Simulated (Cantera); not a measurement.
Feed: 1 mol trisilylamine, 15 mol N₂, 0.56 mol H₂, equilibrated at 875 K and 37.0 Pa.

Equilibrium computed with Cantera from the NASA thermochemical tables; the gas is ideal and each condensed phase is pure. Candidate condensed phases: Si, Si₃N₄; 18 gas species. The feed counts by its element totals alone. The numbers say what is thermodynamically allowed, not how fast it happens.

Base state: N₂ 0.727, H₂ 0.273 (mole fractions); condensed: Si₃N₄(s).

Q: What changes in the equilibrium state with this change: temperature from 875 K to 1723 K?

A: 
```csv
species,before,after
N₂,0.727,0.750
H₂,0.273,0.243
H,1.36e-9,0.00467
Si,<1e-9,0.00266
Si₂N,<1e-9,4.37e-5
SiH,<1e-9,3.62e-5
SiN,<1e-9,2.49e-5
Si₂,<1e-9,1.26e-5
"Si₃N₄(s), mol",1.00,0
"Si(l), mol",0,2.94
```
The tables' values for SiN are old estimates; treat these amounts as uncertain.
